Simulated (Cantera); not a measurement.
A closed system holds: 1 mol Si3N4, 0.74 mol Cl2, 2.8 mol N2, at 1775 K and 3.60 mbar.

These are equilibrium values from Cantera (NASA tables, ideal gas, pure condensed phases), not measurements of a reactor. Candidate condensed phases: Si, Si3N4; 13 gas species. The tables' values for SiCl3, SiCl, SiN are old estimates; treat these amounts as uncertain. Rates play no part.

Base state: N2 0.866, SiCl2 0.131, SiCl3 0.000900, Cl 0.000750, SiCl 0.000745, Si 0.000610, Si2N 2.69e-5, SiN 1.62e-5 (mole fractions); condensed: Si(l).

Problem. What changes in the equilibrium state with this change: pressure from 3.60 mbar to 2.60 Pa?

Solution. 
```
species       before     after
----------  --------  --------
N2             0.866     0.785
SiCl2          0.131     0.113
Si          0.000610    0.0844
SiCl4        1.04e-5   5.57e-8
Si2          3.41e-6  0.000473
Si(l), mol      2.26      1.73
```
The tables' values for SiCl, SiN, SiCl3 are old estimates; treat these amounts as uncertain.
